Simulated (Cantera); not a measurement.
What does this Cantera script print?

```python
import numpy as np
import cantera as ct

gas_names = """
    C CH CH2 CH3 CH4 C2 C2H C2H2,acetylene C2H2,vinylidene C2H3,vinyl C2H4 C2H5 C2H6 C3 C3H3,propargyl
    C3H4,allene C3H4,propyne C3H4,cyclo- C3H5,allyl C3H6,propylene C3H6,cyclo- C3H7,n-propyl
    C3H7,i-propyl C3H8 C4 C4H2 C4H4,1,3-cyclo- C4H6,butadiene C4H6,2-butyne C4H6,cyclo- C4H8,1-butene
    C4H8,cis2-buten C4H8,tr2-butene C4H8,isobutene C4H8,cyclo- C4H9,n-butyl C4H9,i-butyl C4H9,s-butyl
    C4H9,t-butyl C4H10,isobutane C4H10,n-butane C5 C5H6,1,3cyclo- C5H8,cyclo- C5H10,1-pentene
    C5H10,cyclo- C5H11,pentyl C5H11,t-pentyl C5H12,n-pentane C5H12,i-pentane CH3C(CH3)2CH3 C6H2
    C6H5,phenyl C6H6 C6H10,cyclo- C6H12,1-hexene C6H12,cyclo- C6H13,n-hexyl C7H7,benzyl C7H8
    C7H14,1-heptene C7H15,n-heptyl C7H16,n-heptane C8H8,styrene C8H10,ethylbenz C8H16,1-octene
    C8H17,n-octyl C8H18,isooctane C8H18,n-octane C9H19,n-nonyl C10H8,naphthale C10H21,n-decyl
    C12H9,o-bipheny C12H10,bipheny H H2 Si SiC SiC2 SiC4H12 SiH SiH2 SiH3 SiH4 Si2 Si2C Si3
""".split()
cond_names = """
    C(gr) C6H6(L) C7H8(L) C8H18(L),n-octa Si(cr) Si(L) SiC(b)
""".split()


def load(file, names, dense=False):
    # The tables refer to 1 bar. Condensed volumes are neglected.
    table = {s.name: s for s in ct.Species.list_from_file(file)}
    out = []
    for n in names:
        d = dict(table[n].input_data)
        d["thermo"] = dict(d["thermo"], **{"reference-pressure": 1e5})
        if dense:
            d["equation-of-state"] = {"model": "constant-volume", "density": "1e6 g/cm^3"}
        out.append(ct.Species.from_dict(d))
    return out


gas = ct.Solution(thermo="ideal-gas", species=load("nasa_gas.yaml", gas_names))
cond = {s.name: ct.Solution(thermo="fixed-stoichiometry", species=[s], name=s.name)
        for s in load("nasa_condensed.yaml", cond_names, dense=True)}
atoms = {
    'Si(CH3)4': {'Si': 1, 'C': 4, 'H': 12},
    'C2H2': {'C': 2, 'H': 2},
    'H2': {'H': 2},
}
top_T = {'C(gr)': 4500, 'SiC(b)': 3050}  # K; cautious upper limits of use, not melting points


def equilibrate(T, P, feed):
    n = {}
    for name, mol in feed.items():
        for a, k in atoms[name].items():
            n[a] = n.get(a, 0.0) + k * mol
    gas.TPX = T, P, n
    mass = sum(n.values()) * gas.mean_molecular_weight
    gas.equilibrate("TP")
    valid = [c for c in cond.values() if c.min_temp <= T <= top_T.get(c.name, c.max_temp)]
    mix = ct.Mixture([(gas, mass / gas.mean_molecular_weight)] + [(c, 0.0) for c in valid])
    mix.T, mix.P = T, P
    mix.equilibrate("TP", solver="vcs", rtol=1e-11, max_steps=5000)
    return mix


results = []
feed = {'Si(CH3)4': 1, 'C2H2': 0.25, 'H2': 2000}  # mol
T = 2425  # K
P = 350  # Pa
mix = equilibrate(T, P, feed)
results.append((T, P, feed, dict(zip(mix.species_names, mix.species_moles))))
x = sorted(zip(gas.X, gas.species_names), reverse=True)
print(f"T = {T:g} K  P = {P:g} Pa  gas = {mix.phase_moles(0):.4g} mol")
print("   x: " + "  ".join(f"{s} {v:.3e}" for v, s in x if v > 0.0001))
print("   condensed (mol): " + ("  ".join(f"{mix.phase(i).name} {mix.phase_moles(i):.4g}"
      for i in range(1, mix.n_phases) if mix.phase_moles(i) > 1e-12) or "none"))
```

Result:

```
T = 2425 K  P = 350 Pa  gas = 2307 mol
   x: H2 7.386e-01  H 2.600e-01  C2H2,acetylene 9.307e-04  Si 4.129e-04
   condensed (mol): none
```

Equilibrium computed with Cantera from the NASA thermochemical tables; the gas is ideal and each condensed phase is pure.
